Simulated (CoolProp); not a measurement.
Properties of water along the isobar 3.81 bar (Tc = 373.9 °C, pc = 220.6 bar, ω = 0.344).

Values from CoolProp's reference Helmholtz-energy equation of state, Wagner 2002.

```tsv
T (°C)	phase	density (kg/m³)	cv (kJ/(kg K))	Prandtl number	fugacity coefficient
204.45	gas	1.763	1.560	0.978	0.9811
237.55	gas	1.640	1.551	0.961	0.9856
270.65	gas	1.536	1.555	0.951	0.9888
303.65	gas	1.444	1.565	0.944	0.9911
336.75	gas	1.363	1.579	0.938	0.9928
369.85	gas	1.292	1.596	0.933	0.9941
402.95	gas	1.227	1.615	0.928	0.9952
436.05	gas	1.169	1.635	0.924	0.9960
469.15	gas	1.116	1.655	0.920	0.9966
```

Viscosity comes from a separate model (Huber 2009). Thermal conductivity comes from a separate model (Huber 2012).
